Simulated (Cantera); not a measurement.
# Catalytic stagnation flow on Pt

A jet of CH4 : O2 : N2 = 0.011 : 0.2 : 0.79 (molar parts) at 300 K and 0.480 bar hits a platinum plate 8.5 cm away at a mass flux of 0.042 kg/m²/s; the plate temperature is set and raised in steps from an oxygen-covered start.

Cantera simulation using Deutschmann's 1995 Pt surface mechanism with GRI-Mech 3.0 gas chemistry; the numbers are that mechanism's predictions, not measurements. Catalytic surfaces can have several steady states; this one follows from the mechanism file's or the stated starting coverage.

| plate T (K) | wall x CH4 | wall x O2 | wall x H2O | wall x OH | wall x CO | wall x CO2 | θ free Pt | θ O* | θ OH* |
|---|---|---|---|---|---|---|---|---|---|
| 850 | 0.00812 | 0.194 | 0.00536 | <1e-8 | 1.62e-6 | 0.00351 | 0.0667 | 0.932 | 0.00105 |
| 900 | 0.00554 | 0.188 | 0.0102 | 1.37e-8 | 1.56e-6 | 0.00666 | 0.106 | 0.893 | 0.00142 |
| 950 | 0.00341 | 0.184 | 0.0141 | 4.17e-8 | 1.32e-6 | 0.00924 | 0.152 | 0.846 | 0.00160 |
| 1000 | 0.00200 | 0.181 | 0.0165 | 1.18e-7 | 1.52e-6 | 0.0108 | 0.204 | 0.794 | 0.00162 |
| 1050 | 0.00117 | 0.179 | 0.0180 | 2.80e-7 | 1.85e-6 | 0.0118 | 0.260 | 0.739 | 0.00155 |
x: mole fraction at the wall; θ: surface coverage.
